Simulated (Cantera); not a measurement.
Charge: 1 mol Cu2O, 2.2 mol C, 0.6 mol H2, held at 1600 K and 1.80 bar.

Cantera equilibrium calculation (NASA polynomials, part measured and part estimated; ideal gas, pure solids and liquids). Candidate condensed phases: C, C6H6, C7H8, C8H18, Cu, CuO, Cu(OH)2, Cu2O, H2O; 113 gas species. Rates play no part.

Base state: CO 0.625, H2 0.374, CH4 0.000411, H2O 0.000368, CO2 0.000204, H 2.48e-5, Cu 2.21e-5, C2H2 (acetylene) 1.03e-5 (mole fractions); condensed: C(graphite) + Cu(l).

Question: What changes in the equilibrium state with this change: temperature from 1600 K to 2173 K?

Answer: 
```json
[
 {"species": "CO", "before": "0.625", "after": "0.618"},
 {"species": "H2", "before": "0.374", "after": "0.369"},
 {"species": "Cu", "before": "2.21e-5", "after": "0.0105"},
 {"species": "Cu2", "before": "1.58e-8", "after": "7.39e-5"},
 {"species": "H", "before": "2.48e-5", "after": "0.00218"},
 {"species": "C2H2 (acetylene)", "before": "1.03e-5", "after": "0.000813"},
 {"species": "CO2", "before": "0.000204", "after": "8.25e-6"},
 {"species": "H2O", "before": "0.000368", "after": "2.56e-5"},
 {"species": "C(graphite), mol", "before": "1.20", "after": "1.20"},
 {"species": "Cu(l), mol", "before": "2.00", "after": "1.98"}
]
```

Question: What changes in the equilibrium state with this change: C from 2.2 to 0.47 mol?

Answer: 
```
species             before    after
----------------  --------  -------
H2O               0.000368    0.344
CO                   0.625    0.288
H2                   0.374    0.217
CO2               0.000204    0.152
Cu                 2.21e-5  2.21e-5
CH4               0.000411  3.95e-8
C2H2 (acetylene)   1.03e-5    <1e-9
H                  2.48e-5  1.89e-5
C(graphite), mol      1.20        0
Cu(l), mol            2.00     2.00
```
